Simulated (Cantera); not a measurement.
**Diamond growth**

A diamond (100) surface in a fixed gas of H2 with x(CH4) = 0.0039, x(H) = 0.00039, x(CH3) = 0.00011, 0.300 bar; coverages are run to steady state.

Computed with Cantera and the Harris–Goodwin 1993 mechanism for the reconstructed diamond (100) surface.

```json
[
 {"T (K)": "925", "growth (µm/h)": "8.94", "θ c6HH": "0.537", "θ c6H*": "0.00965", "θ c6*H": "0.248", "θ c6**": "0.00369", "θ c6HM": "0.159"},
 {"T (K)": "975", "growth (µm/h)": "11.4", "θ c6HH": "0.523", "θ c6H*": "0.0132", "θ c6*H": "0.290", "θ c6**": "0.00542", "θ c6HM": "0.126"},
 {"T (K)": "1025", "growth (µm/h)": "13.2", "θ c6HH": "0.511", "θ c6H*": "0.0174", "θ c6*H": "0.332", "θ c6**": "0.00749", "θ c6HM": "0.0939"},
 {"T (K)": "1075", "growth (µm/h)": "12.8", "θ c6HH": "0.505", "θ c6H*": "0.0222", "θ c6*H": "0.372", "θ c6**": "0.00979", "θ c6HM": "0.0609"},
 {"T (K)": "1125", "growth (µm/h)": "9.80", "θ c6HH": "0.502", "θ c6H*": "0.0273", "θ c6*H": "0.409", "θ c6**": "0.0121", "θ c6HM": "0.0315"},
 {"T (K)": "1175", "growth (µm/h)": "6.22", "θ c6HH": "0.497", "θ c6H*": "0.0323", "θ c6*H": "0.434", "θ c6**": "0.0140", "θ c6HM": "0.0131"},
 {"T (K)": "1225", "growth (µm/h)": "3.87", "θ c6HH": "0.491", "θ c6H*": "0.0367", "θ c6*H": "0.447", "θ c6**": "0.0153", "θ c6HM": "0.00485"},
 {"T (K)": "1275", "growth (µm/h)": "2.70", "θ c6HH": "0.488", "θ c6H*": "0.0405", "θ c6*H": "0.451", "θ c6**": "0.0160", "θ c6HM": "0.00174"},
 {"T (K)": "1325", "growth (µm/h)": "2.12", "θ c6HH": "0.490", "θ c6H*": "0.0437", "θ c6*H": "0.448", "θ c6**": "0.0162", "θ c6HM": "0.000626"},
 {"T (K)": "1375", "growth (µm/h)": "1.65", "θ c6HH": "0.497", "θ c6H*": "0.0463", "θ c6*H": "0.439", "θ c6**": "0.0161", "θ c6HM": "0.000231"}
]
```
θ: site fractions in the mechanism's names (c6HH fully hydrogenated, c6H* and c6*H radical sites, c6** diradical, c6HM methylated).
